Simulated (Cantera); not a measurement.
Ignition delay

Mixture: CH4 : O2 : N2 = 1 : 1.67 : 6.27 (molar parts), equivalence ratio 1.2, at 4880 Torr, adiabatic and at constant volume. Ignition delay is the time to a rise of 400 K.

Computed with Cantera and GRI-Mech 3.0 (53 species, 325 reactions).

```tsv
T0 (K)	delay (ms)
1225	5.75
1275	3.12
1325	1.74
1375	0.995
1425	0.582
1475	0.348
1525	0.212
1575	0.132
1625	0.0846
```

```yaml
apparent activation energy between 1525 and 1625 K: 190 kJ/mol
```
